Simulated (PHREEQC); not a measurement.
## Metal-bearing waste water

Consider water at 22 °C with 0.02 mol/kgw MnSO4, 0.00026 mol/kgw MgSO4, 0.00061 mol/kgw HCl and 0.012 mol/kgw Na2SO4. Closed to the air; pH follows from the charge balance.

The numbers come from PHREEQC with the ion-association model, phreeqc.dat.

This is a speciation only: nothing precipitates in the calculation.

### Question
What pH does the model give?

### Answer
pH 3.57.

### Question
In which forms is Cl present?

### Answer
Cl- 98 %, MnCl+ 2.0 % of the Cl.

Complexes and solids missing from the database can't appear.
